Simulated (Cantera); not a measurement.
An isothermal, constant-pressure homogeneous reactor starts with CO : O2 : H2O : N2 = 0.015 : 0.051 : 0.063 : 1 (molar parts), equivalence ratio 0.15, at 1475 K and 8.98 atm. Integrator tolerance rtol = 1e-08.

Computed with Cantera and GRI-Mech 3.0 (53 species, 325 reactions).

### Question
What does this change do: temperature 1475 to 1273 K?

### Answer
```csv
quantity,before,after
x(CO) at 30.0 s,7.57e-8 (gas-phase equilibrium 7.60e-8),2.00e-9 (gas-phase equilibrium 2.00e-9)
x(O2) at 30.0 s,0.0388 (gas-phase equilibrium 0.0385),0.0388 (gas-phase equilibrium 0.0387)
x(H2O) at 30.0 s,0.0562 (gas-phase equilibrium 0.0562),0.0562 (gas-phase equilibrium 0.0562)
x(NO) at 30.0 s,1.56e-6 (gas-phase equilibrium 0.000495),1.30e-8 (gas-phase equilibrium 0.000152)
x(H) at 30.0 s,1.55e-9 (gas-phase equilibrium 1.55e-9),1.69e-11 (gas-phase equilibrium 1.69e-11)
x(NO2) at 30.0 s,1.17e-8 (gas-phase equilibrium 3.69e-6),2.05e-10 (gas-phase equilibrium 2.38e-6)
x(CO2) at 30.0 s,0.0134 (gas-phase equilibrium 0.0134),0.0134 (gas-phase equilibrium 0.0134)
```
